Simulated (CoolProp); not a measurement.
Vapour-liquid equilibrium of propane (1) + n-pentane (2) at 20.05 °C; x and y are mole fractions of (1).

Computed with CoolProp (multi-fluid Helmholtz-energy mixture model, Lemmon 2009 and Thol 2019; pair parameters Kunz 2012).

| x | bubble pressure, mixture model (MPa) | bubble pressure, Raoult's law (MPa) | y, mixture model | y, Raoult's law |
|---|---|---|---|---|
| 0.05 | 0.1008 | 0.09572 | 0.453 | 0.438 |
| 0.2 | 0.2239 | 0.2129 | (withheld) | 0.787 |
| 0.35 | (withheld) | 0.3300 | 0.873 | 0.888 |
| 0.5 | (withheld) | 0.4471 | (withheld) | 0.937 |
| 0.65 | 0.5606 | 0.5643 | 0.951 | 0.965 |
| 0.8 | 0.6733 | 0.6814 | (withheld) | 0.983 |
| 0.95 | 0.7938 | 0.7985 | 0.993 | 0.996 |

Task: Complete the blanks.

Result: 
- 0.2, y, mixture model: 0.779
- 0.35, bubble pressure, mixture model (MPa): 0.3388
- 0.5, bubble pressure, mixture model (MPa): 0.4500
- 0.5, y, mixture model: 0.920
- 0.8, y, mixture model: 0.974

The largest gap from Raoult's law is +5.3 % in bubble pressure, at x = 0.05. No azeotrope shows between x = 0.05 and 0.95.

The pair parameters rest on a limited set of measurements; away from them the model extrapolates. The gap from Raoult's law changes sign with composition, which may be real or a fault of the pair parameters; it wasn't checked against measurements.
